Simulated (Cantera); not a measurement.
A perfectly stirred reactor is fed with CH₄ : C₂H₆ : O₂ : N₂ = 1 : 0.71 : 6.06 : 22.8 (molar parts), at 1700000 Pa; it is adiabatic with a 750 K inlet, and is followed from long to short residence time, starting on the burning branch (τ in s: 0.041, 0.018, 0.0078, 0.0034, 0.0015, 0.00065, 0.00029, 0.00013, 5.5e-05, 2.4e-05, 1e-05, 4.6e-06).

Model: GRI-Mech 3.0 (53 species, 325 reactions), integrated in Cantera. The pressure lies above the range GRI-Mech 3.0 was tuned for (to about 10 atm).

Question: What does this change do: CH4 1 to 1.3 parts?

Answer: 
```csv
quantity,before,after
"blow-out, bracketed by the residence times tried","burning at 10.0 µs, out at 4.60 µs","burning at 10.0 µs, out at 4.60 µs"
x(CH₄) at τ = 41.0 ms,3.43e-7,2.66e-7
x(C₂H₆) at τ = 41.0 ms,3.27e-8,1.71e-8
x(O₂) at τ = 41.0 ms,0.0489,0.0290
x(C₂H₄) at τ = 41.0 ms,1.01e-7,4.92e-8
x(OH) at τ = 41.0 ms,0.00252,0.00378
x(CH₄) at τ = 0.290 ms,2.99e-5,2.66e-5
x(C₂H₆) at τ = 0.290 ms,3.71e-6,2.15e-6
x(O₂) at τ = 0.290 ms,0.0518,0.0330
x(C₂H₄) at τ = 0.290 ms,1.04e-5,5.74e-6
x(OH) at τ = 0.290 ms,0.00352,0.00474
```

Question: What does this change do: inlet temperature 750 to 525 K?

Answer: 
```tsv
quantity	before	after
blow-out, bracketed by the residence times tried	burning at 10.0 µs, out at 4.60 µs	burning at 24.0 µs, out at 10.0 µs
x(CH₄) at τ = 41.0 ms	3.43e-7	8.02e-7
x(C₂H₆) at τ = 41.0 ms	3.27e-8	8.28e-8
x(O₂) at τ = 41.0 ms	0.0489	0.0504
x(C₂H₄) at τ = 41.0 ms	1.01e-7	2.75e-7
x(OH) at τ = 41.0 ms	0.00252	0.00131
x(CH₄) at τ = 0.290 ms	2.99e-5	5.02e-5
x(C₂H₆) at τ = 0.290 ms	3.71e-6	7.44e-6
x(O₂) at τ = 0.290 ms	0.0518	0.0523
x(C₂H₄) at τ = 0.290 ms	1.04e-5	2.15e-5
x(OH) at τ = 0.290 ms	0.00352	0.00235
```
